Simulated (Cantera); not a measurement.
Cantera with NASA thermochemical tables; ideal gases at 1 bar, condensed phases pure. Values are per mole of reaction as written; species without (g) are pure solids or liquids, kept so even where they would boil at 1 bar.

Question: Between 1100 and 1500 K, where is each reaction favourable under standard conditions?
- 2 H₂(g) + 2 Cu + 2 NO₂(g) → 2 Cu(OH)₂ + N₂(g)

Answer: 
- 2 H₂(g) + 2 Cu + 2 NO₂(g) → 2 Cu(OH)₂ + N₂(g): ΔG° is -555 kJ at 1100 K and -418 kJ at 1500 K; it stays negative (K > 1). ΔH° is -944 kJ and ΔS° -351 J/K at 1500 K.
